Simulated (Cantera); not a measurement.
A closed system holds: 1 mol Al(CH3)3, 6.1 mol H2O, 35 mol N2, held at 1798.15 K and 0.420 bar.

These are equilibrium values from Cantera (NASA tables, ideal gas, pure condensed phases), not measurements of a reactor. Candidate condensed phases: Al, AlN, Al2O3, C, C6H6, C7H8, C8H18, H2O; 148 gas species. The feed counts by its element totals alone. Gases not in the tables: Al(OH)3. Equilibrium is a limit: real reactors are often held back by kinetics, nucleation or transport.

Base state: N2 0.720, H2 0.188, CO 0.0592, H2O 0.0304, CO2 0.00252, H 0.000236 (mole fractions); condensed: Al2O3(s).

### Question
What changes in the equilibrium state with this change: H2O from 6.1 to 0.65 mol?

### Answer
```tsv
species	before	after
N2	0.720	0.855
H2	0.188	0.127
CO	0.0592	0.0161
H2O	0.0304	2.47e-7
CO2	0.00252	8.24e-9
C2H2 (acetylene)	<1e-9	2.19e-5
HCN	9.87e-8	0.00200
HNC	3.73e-9	7.57e-5
Al2O3(s), mol	0.500	0
AlN(s), mol	0	1.000
C(graphite), mol	0	2.26
```
